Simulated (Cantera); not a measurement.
An isothermal, constant-pressure homogeneous reactor starts with NO : N₂ : H₂O = 1 : 8.5 : 0.013 (molar parts), at 2050 K and 0.0263 atm.

Model: GRI-Mech 3.0 (53 species, 325 reactions), integrated in Cantera. Radical loss at walls, strong at low pressure, is not modelled.

x: mole fraction; the columns are a selection and need not sum to one.

| t (s) | x NO | x O₂ | x NO₂ | x N₂ | x O |
|---|---|---|---|---|---|
| 0.000500 | 0.105 | 3.25e-10 | 5.69e-10 | 0.894 | 2.39e-7 |
| 0.00114 | 0.105 | 1.69e-9 | ___ | 0.894 | 5.29e-7 |
| 0.00259 | 0.105 | 9.04e-9 | ___ | 0.894 | 1.14e-6 |
| 0.00589 | 0.105 | 5.59e-8 | ___ | 0.894 | 2.34e-6 |
| 0.0134 | 0.105 | 4.85e-7 | ___ | 0.894 | 4.66e-6 |
| 0.0305 | 0.105 | 6.06e-6 | ___ | 0.894 | 1.09e-5 |
| 0.0695 | 0.105 | 5.33e-5 | ___ | 0.893 | 2.21e-5 |
| 0.158 | 0.105 | 0.000191 | ___ | 0.894 | 5.42e-5 |
| 0.360 | 0.104 | 0.000630 | ___ | 0.894 | 0.000153 |
| 0.819 | 0.101 | 0.00197 | ___ | 0.895 | 0.000286 |
| 1.86 | 0.0938 | 0.00536 | ___ | 0.899 | 0.000459 |
| 4.24 | 0.0769 | 0.0137 | ___ | 0.907 | 0.000718 |
| 9.65 | 0.0440 | 0.0299 | ___ | 0.923 | 0.00104 |
| 22.0 | 0.0129 | 0.0453 | ___ | 0.939 | 0.00128 |
| 50.0 | 0.00498 | 0.0493 | ___ | 0.943 | 0.00133 |

### Question
Fill in the missing entries.

### Answer

- 0.00114, x NO₂: 3.14e-9
- 0.00259, x NO₂: 1.76e-8
- 0.00589, x NO₂: 9.47e-8
- 0.0134, x NO₂: 4.34e-7
- 0.0305, x NO₂: 1.32e-6
- 0.0695, x NO₂: 1.48e-6
- 0.158, x NO₂: 1.27e-6
- 0.360, x NO₂: 1.52e-6
- 0.819, x NO₂: 2.45e-6
- 1.86, x NO₂: 3.81e-6
- 4.24, x NO₂: 5.03e-6
- 9.65, x NO₂: 4.29e-6
- 22.0, x NO₂: 1.55e-6
- 50.0, x NO₂: 6.25e-7
